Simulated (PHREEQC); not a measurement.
## Nickel, zinc or cadmium bath: speciation

Consider water at 86 °C with 0.059 mol/kgw ZnSO4 and 0.027 mol/kgw H3BO3. Closed to the air; pH follows from the charge balance.

The numbers come from PHREEQC with the ion-association model, wateq4f.dat.

Precipitation was switched off in this run.

Estimate the pH, ionic strength.

pH 4.97; ionic strength 0.116 mol/kgw.

In which forms is S present?

ZnSO4 45 %, SO4-2 43 %, Zn(SO4)2-2 13 % of the S.

Constants without temperature data keep their 25 °C values here.
